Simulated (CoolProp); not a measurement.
A simple Rankine cycle with R236FA: condensing at 326.15 K, boiler at 1.54 MPa, turbine inlet 377.5 K, turbine efficiency 0.8, pump efficiency 0.8, no recuperator. Each further row changes one setting.

Values from CoolProp's reference Helmholtz-energy equation of state, Pan 2012.

```
case                             thermal efficiency (%)  net work (kJ/kg)  heat in (kJ/kg)  turbine exit temperature (K)  volume ratio over the turbine
-------------------------------  ----------------------  ----------------  ---------------  ----------------------------  -----------------------------
as stated                                    (withheld)              10.7              165                         352.8                           2.68
turbine inlet 397.5 K                               6.4              11.9       (withheld)                         374.7                           2.58
condensing temperature 318.15 K                     7.8        (withheld)              175                         347.7                           3.38
boiler pressure 1.08 MPa                            4.1        (withheld)       (withheld)                    (withheld)                           1.76
turbine efficiency 0.7                       (withheld)              9.23              165                         354.2                     (withheld)
```

Problem. Fill in the missing entries.

Solution. 
- as stated, thermal efficiency (%): 6.5
- turbine inlet 397.5 K, heat in (kJ/kg): 188
- condensing temperature 318.15 K, net work (kJ/kg): 13.6
- boiler pressure 1.08 MPa, net work (kJ/kg): 7.05
- boiler pressure 1.08 MPa, heat in (kJ/kg): 172
- boiler pressure 1.08 MPa, turbine exit temperature (K): 364.2
- turbine efficiency 0.7, thermal efficiency (%): 5.6
- turbine efficiency 0.7, volume ratio over the turbine: 2.69
